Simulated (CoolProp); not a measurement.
CH3F (R41) along the isobar 6.86 MPa: fugacity coefficient from the reference equation and from simpler models built on Tc = 317.3 K, pc = 5.906 MPa, ω = 0.200; each cubic takes its own stable root.

Model: reference Helmholtz-energy equation of state, Lemmon 2006, in CoolProp. It is a short technical equation, of lower accuracy than the large ones.

```json
[
 {"T (K)": "228.6", "phase": "liquid", "reference": "0.07290"},
 {"T (K)": "247.8", "phase": "liquid", "reference": "0.1353"},
 {"T (K)": "266.9", "phase": "liquid", "reference": "0.2233"},
 {"T (K)": "286", "phase": "liquid", "reference": "0.3360"},
 {"T (K)": "305.1", "phase": "liquid", "reference": "0.4678"},
 {"T (K)": "324.2", "phase": "supercritical", "reference": "0.6026"},
 {"T (K)": "343.4", "phase": "supercritical", "reference": "0.6809"},
 {"T (K)": "362.5", "phase": "supercritical", "reference": "0.7343"},
 {"T (K)": "381.6", "phase": "supercritical", "reference": "0.7760"},
 {"T (K)": "400.7", "phase": "supercritical", "reference": "0.8098"}
]
```

**Question.** How far does each simpler model (Redlich-Kwong, Soave-Redlich-Kwong) lie from the reference over these 10 states: mean and median of the absolute difference, and the worst?

**Answer.** 
- Redlich-Kwong: mean 14.1 %, median 8.1 %, worst +42.0 % at 228.6 K and 6.86 MPa
- Soave-Redlich-Kwong: mean 6.7 %, median 6.8 %, worst +9.6 % at 266.9 K and 6.86 MPa
